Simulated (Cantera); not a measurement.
A diamond (100) surface in a fixed gas of H2 with x(CH4) = 0.004, x(CH3) = 2.6e-05, at 1375 K, 218 Torr; coverages are run to steady state.

Detailed kinetics in Cantera: the Harris–Goodwin 1993 mechanism for the reconstructed diamond (100) surface.

θ: site fractions in the mechanism's names (c6HH fully hydrogenated, c6H* and c6*H radical sites, c6** diradical, c6HM methylated).

| x(H) | growth (µm/h) | θ c6HH | θ c6H* | θ c6*H | θ c6** |
|---|---|---|---|---|---|
| 0.0001 | … | 0.701 | 0.0281 | 0.267 | 0.00333 |
| 0.00021 | … | 0.582 | 0.0390 | 0.370 | 0.00866 |
| 0.00042 | … | 0.489 | 0.0471 | 0.447 | 0.0174 |
| 0.00087 | … | 0.421 | 0.0524 | 0.497 | 0.0294 |
| 0.0018 | … | 0.380 | 0.0552 | 0.523 | 0.0414 |
| 0.0037 | … | 0.358 | 0.0565 | 0.535 | 0.0506 |
| 0.0076 | … | 0.346 | 0.0573 | 0.540 | 0.0565 |
| 0.016 | … | 0.340 | 0.0581 | 0.541 | 0.0600 |
| 0.032 | … | 0.337 | 0.0591 | 0.541 | 0.0619 |

Q: Complete the blanks.

A: 
- 0.0001, growth (µm/h): 0.0413
- 0.00021, growth (µm/h): 0.159
- 0.00042, growth (µm/h): 0.412
- 0.00087, growth (µm/h): 0.855
- 0.0018, growth (µm/h): 1.44
- 0.0037, growth (µm/h): 2.17
- 0.0076, growth (µm/h): 3.17
- 0.016, growth (µm/h): 4.67
- 0.032, growth (µm/h): 6.50
